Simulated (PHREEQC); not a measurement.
NaHCO3 is added in steps, without added water, to 1 kg of water holding 15 mmol/kgw Cu(NO3)2 and 0.048 mmol/kgw HNO3, at 25 °C. Oxygen alone is held at its pressure in air (log pO2 = -0.68). CO2 from the air is kept out. Only these solids could form: Cu(OH)2, Malachite, Cu2(OH)3NO3, Nahcolite, Natron.

Base run: PHREEQC, ion-association model, wateq4f.dat. Each further column changes one thing. The table gives pH.

```json
[
 {"NaHCO3 added (mol)": "0", "base": "4.33", "HNO3 from 4.8e-05 to 5.28e-05 mol/kgw": "4.30", "HNO3 replaced by Pb(NO3)2 at the same molality": "4.66", "Cu(NO3)2 from 0.015 to 0.0225 mol/kgw": "4.30", "no solid may form": "4.33"},
 {"NaHCO3 added (mol)": "0.00375", "base": "4.61", "HNO3 from 4.8e-05 to 5.28e-05 mol/kgw": "4.61", "HNO3 replaced by Pb(NO3)2 at the same molality": "4.61", "Cu(NO3)2 from 0.015 to 0.0225 mol/kgw": "4.54", "no solid may form": "5.66"},
 {"NaHCO3 added (mol)": "0.00875", "base": "4.56", "HNO3 from 4.8e-05 to 5.28e-05 mol/kgw": "4.56", "HNO3 replaced by Pb(NO3)2 at the same molality": "4.56", "Cu(NO3)2 from 0.015 to 0.0225 mol/kgw": "(withheld)", "no solid may form": "(withheld)"},
 {"NaHCO3 added (mol)": "0.0125", "base": "4.56", "HNO3 from 4.8e-05 to 5.28e-05 mol/kgw": "4.56", "HNO3 replaced by Pb(NO3)2 at the same molality": "4.56", "Cu(NO3)2 from 0.015 to 0.0225 mol/kgw": "4.45", "no solid may form": "(withheld)"},
 {"NaHCO3 added (mol)": "0.0175", "base": "4.60", "HNO3 from 4.8e-05 to 5.28e-05 mol/kgw": "4.60", "HNO3 replaced by Pb(NO3)2 at the same molality": "4.60", "Cu(NO3)2 from 0.015 to 0.0225 mol/kgw": "4.45", "no solid may form": "6.15"},
 {"NaHCO3 added (mol)": "0.02125", "base": "4.65", "HNO3 from 4.8e-05 to 5.28e-05 mol/kgw": "4.65", "HNO3 replaced by Pb(NO3)2 at the same molality": "4.65", "Cu(NO3)2 from 0.015 to 0.0225 mol/kgw": "(withheld)", "no solid may form": "6.24"},
 {"NaHCO3 added (mol)": "0.02625", "base": "4.79", "HNO3 from 4.8e-05 to 5.28e-05 mol/kgw": "4.79", "HNO3 replaced by Pb(NO3)2 at the same molality": "4.79", "Cu(NO3)2 from 0.015 to 0.0225 mol/kgw": "4.49", "no solid may form": "6.35"},
 {"NaHCO3 added (mol)": "0.03", "base": "5.05", "HNO3 from 4.8e-05 to 5.28e-05 mol/kgw": "5.05", "HNO3 replaced by Pb(NO3)2 at the same molality": "5.06", "Cu(NO3)2 from 0.015 to 0.0225 mol/kgw": "(withheld)", "no solid may form": "6.42"}
]
```

Problem. Complete the blanks.

Solution. 
- 0.00875, Cu(NO3)2 from 0.015 to 0.0225 mol/kgw: 4.47
- 0.00875, no solid may form: 5.89
- 0.0125, no solid may form: 6.01
- 0.02125, Cu(NO3)2 from 0.015 to 0.0225 mol/kgw: 4.46
- 0.03, Cu(NO3)2 from 0.015 to 0.0225 mol/kgw: 4.52

 In at least one series the solution becomes supersaturated in solids that the run did not let form, among them Cu(OH)2, Malachite, Cu2(OH)3NO3. Solids allowed in the column 'HNO3 replaced by Pb(NO3)2 at the same molality': Cu(OH)2, Malachite, Cu2(OH)3NO3, Litharge, Cerrusite, Hydrocerrusite, Nahcolite, Natron.
